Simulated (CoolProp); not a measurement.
Computed with CoolProp (reference Helmholtz-energy equation of state, Wagner 2002).

Task: Give the vapour pressure (kPa), vapour Z, vapour viscosity (µPa s), liquid conductivity (mW/(m K)) of saturated water at 368.9, 475.8 K.

Result: 
```
T (K)  p (kPa)  vapour Z  vapour viscosity (µPa s)  liquid conductivity (mW/(m K))
-----  -------  --------  ------------------------  ------------------------------
368.9     87.0     0.986                      12.1                             675
475.8     1640     0.902                      15.8                             658
```

Viscosity comes from a separate model (Huber 2009). Thermal conductivity comes from a separate model (Huber 2012).
